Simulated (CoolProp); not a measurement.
Computed with CoolProp (reference Helmholtz-energy equation of state, Kamei 1995).

Question: Give the vapour pressure (MPa), liquid cp (kJ/(kg K)), vapour Z, surface tension (mN/m) of saturated R22 at 259.4, 263.5 K.

Answer: 
```csv
T (K),p (MPa),liquid cp (kJ/(kg K)),vapour Z,surface tension (mN/m)
259.4,0.310,1.14,0.923,13.9
263.5,0.359,1.14,0.914,13.3
```

Surface tension comes from a separate correlation (Mulero 2012).
